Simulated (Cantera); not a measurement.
An adiabatic, constant-volume homogeneous reactor starts with H₂ : O₂ : N₂ : NO = 1 : 0.714 : 2.69 : 0.0079 (molar parts), at 1548 K and 1.00 atm.

Detailed kinetics in Cantera: GRI-Mech 3.0 (53 species, 325 reactions).

x: mole fraction; the columns are a selection and need not sum to one.

```json
[
 {"t (s)": "5.00e-6", "T (K)": "1548", "P (bar)": "1.01", "x H₂": "0.226", "x O₂": "0.162", "x NO": "0.00179", "x OH": "1.86e-5", "x HO₂": "4.31e-6", "x H₂O₂": "7.29e-8", "x N₂": "0.610"},
 {"t (s)": "1.38e-5", "T (K)": "(withheld)", "P (bar)": "1.20", "x H₂": "(withheld)", "x O₂": "(withheld)", "x NO": "0.00183", "x OH": "(withheld)", "x HO₂": "(withheld)", "x H₂O₂": "(withheld)", "x N₂": "0.619"},
 {"t (s)": "3.82e-5", "T (K)": "2574", "P (bar)": "1.58", "x H₂": "0.0303", "x O₂": "0.0534", "x NO": "0.00207", "x OH": "0.0369", "x HO₂": "1.27e-5", "x H₂O₂": "3.81e-7", "x N₂": "0.649"},
 {"t (s)": "0.000106", "T (K)": "2887", "P (bar)": "1.74", "x H₂": "0.0214", "x O₂": "0.0500", "x NO": "0.00373", "x OH": "0.0361", "x HO₂": "1.89e-5", "x H₂O₂": "8.48e-7", "x N₂": "0.662"},
 {"t (s)": "0.000292", "T (K)": "2888", "P (bar)": "1.74", "x H₂": "0.0213", "x O₂": "0.0481", "x NO": "0.00830", "x OH": "0.0354", "x HO₂": "1.85e-5", "x H₂O₂": "8.45e-7", "x N₂": "0.660"},
 {"t (s)": "0.000809", "T (K)": "2881", "P (bar)": "1.73", "x H₂": "0.0214", "x O₂": "0.0455", "x NO": "0.0147", "x OH": "0.0344", "x HO₂": "1.75e-5", "x H₂O₂": "8.15e-7", "x N₂": "0.658"},
 {"t (s)": "0.00224", "T (K)": "2878", "P (bar)": "1.73", "x H₂": "0.0215", "x O₂": "0.0445", "x NO": "0.0172", "x OH": "0.0340", "x HO₂": "1.71e-5", "x H₂O₂": "8.04e-7", "x N₂": "0.657"},
 {"t (s)": "0.00618", "T (K)": "2878", "P (bar)": "1.73", "x H₂": "0.0215", "x O₂": "0.0445", "x NO": "0.0173", "x OH": "0.0340", "x HO₂": "1.71e-5", "x H₂O₂": "8.04e-7", "x N₂": "0.657"},
 {"t (s)": "0.0171", "T (K)": "2878", "P (bar)": "1.73", "x H₂": "0.0215", "x O₂": "0.0445", "x NO": "0.0173", "x OH": "0.0340", "x HO₂": "1.71e-5", "x H₂O₂": "8.04e-7", "x N₂": "0.657"},
 {"t (s)": "0.0473", "T (K)": "2878", "P (bar)": "1.73", "x H₂": "0.0215", "x O₂": "0.0445", "x NO": "0.0173", "x OH": "0.0340", "x HO₂": "1.71e-5", "x H₂O₂": "8.04e-7", "x N₂": "0.657"},
 {"t (s)": "0.131", "T (K)": "2878", "P (bar)": "1.73", "x H₂": "0.0215", "x O₂": "0.0445", "x NO": "0.0173", "x OH": "0.0340", "x HO₂": "1.71e-5", "x H₂O₂": "8.04e-7", "x N₂": "0.657"},
 {"t (s)": "0.362", "T (K)": "2878", "P (bar)": "1.73", "x H₂": "0.0215", "x O₂": "0.0445", "x NO": "0.0173", "x OH": "0.0340", "x HO₂": "1.71e-5", "x H₂O₂": "8.04e-7", "x N₂": "0.657"},
 {"t (s)": "1.00", "T (K)": "2878", "P (bar)": "1.73", "x H₂": "0.0215", "x O₂": "0.0445", "x NO": "0.0173", "x OH": "0.0340", "x HO₂": "1.71e-5", "x H₂O₂": "8.04e-7", "x N₂": "0.657"}
]
```

Question: Some entries are withheld; supply them.

Answer: 
- 1.38e-5, T (K): 1860
- 1.38e-5, x H₂: 0.0371
- 1.38e-5, x O₂: 0.0632
- 1.38e-5, x OH: 0.0227
- 1.38e-5, x HO₂: 2.90e-5
- 1.38e-5, x H₂O₂: 1.21e-6
